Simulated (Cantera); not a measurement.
Input (Python, Cantera):

```python
import numpy as np
import cantera as ct

gas = ct.Solution("gri30.yaml")


def delay(T, t_max=10):
    gas.TPX = T, 390000, {'CH4': 1, 'O2': 1.54, 'N2': 5.78}
    reactor = ct.IdealGasReactor(gas, clone=False)
    net = ct.ReactorNet([reactor])
    net.rtol, net.atol = 1e-8, 1e-16
    while net.time < t_max:
        t_old, T_old = net.time, reactor.T
        net.step()
        if reactor.T > T + 400:  # ignition: a rise of 400 K
            return t_old + (T + 400 - T_old) / (reactor.T - T_old) * (net.time - t_old)
    return np.nan


taus = []
for T in [1073, 1173, 1273, 1373, 1473, 1573, 1673]:
    taus.append(delay(T))
    print(f"T0 = {T:6g} K   tau = {taus[-1]:.4e} s")
```

Result:

```
T0 =   1073 K   tau = 8.4483e-02 s
T0 =   1173 K   tau = 2.0159e-02 s
T0 =   1273 K   tau = 5.4896e-03 s
T0 =   1373 K   tau = 1.6748e-03 s
T0 =   1473 K   tau = 5.6340e-04 s
T0 =   1573 K   tau = 2.0880e-04 s
T0 =   1673 K   tau = 8.6184e-05 s
```

Detailed kinetics in Cantera: GRI-Mech 3.0 (53 species, 325 reactions).
